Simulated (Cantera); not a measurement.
Charge: 1 mol c-C4F8, 0.036 mol HCl, 0.27 mol H2, at 1548.15 K and 12.0 mbar.

Method: chemical equilibrium by Gibbs-energy minimisation in Cantera with the NASA 1993 tables (ideal gas, pure condensed phases). The feed counts by its element totals alone. Gases not in the tables: C2F6 and larger saturated fluorocarbons. The numbers say what is thermodynamically allowed, not how fast it happens.

```csv
species,before,after
CF4,0.752,0.429
HF,0.232,0.362
Cl,0.0122,0.141
Cl2,0.000279,0.0373
HCl,0.00122,0.0254
CCl2F2,4.18e-7,4.22e-5
ClF,5.36e-6,5.39e-5
CClF3,0.000623,0.00473
CF3,0.000135,8.84e-5
CF2,0.000679,0.000512
F,0.000112,9.70e-5
"C(graphite), mol",2.14,2.34
```
Gas species are given as mole fractions.

**Question.** Name the change that produced these shifts.
(A) temperature from 1548.15 K to 2248.15 K
(B) HCl from 0.036 to 0.1 mol
(C) temperature from 1548.15 K to 673.15 K
(D) HCl from 0.036 to 0.94 mol

**Answer.** D, HCl from 0.036 to 0.94 mol
